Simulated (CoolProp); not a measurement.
Properties of toluene along the isobar 5570 kPa (Tc = 591.7 K, pc = 4126 kPa, ω = 0.266).

Computed with CoolProp (reference Helmholtz-energy equation of state, Lemmon 2006). It is a short technical equation, of lower accuracy than the large ones.

```
T (K)   phase  density (kg/m³)  cp (kJ/(kg K))  Joule-Thomson coefficient (K/MPa)  isothermal compressibility (1/MPa)  fugacity coefficient
-----  ------  ---------------  --------------  ---------------------------------  ----------------------------------  --------------------
299    liquid            865.7           1.699                            -0.4670                           0.0008789             0.0009014
304.4  liquid            860.8           1.716                            -0.4595                           0.0009119              0.001178
309.8  liquid            855.9           1.733                            -0.4519                           0.0009464              0.001522
315.1  liquid            851.1           1.750                            -0.4443                           0.0009818              0.001937
320.5  liquid            846.1           1.768                            -0.4365                            0.001020              0.002452
325.9  liquid            841.2           1.786                            -0.4286                            0.001059              0.003074
331.2  liquid            836.3           1.804                            -0.4207                            0.001100              0.003805
336.6  liquid            831.3           1.822                            -0.4125                            0.001144              0.004688
342    liquid            826.3           1.841                            -0.4042                            0.001190              0.005730
347.3  liquid            821.3           1.859                            -0.3960                            0.001238              0.006925
352.7  liquid            816.3           1.878                            -0.3874                            0.001289              0.008338
358    liquid            811.3           1.897                            -0.3789                            0.001342              0.009938
```
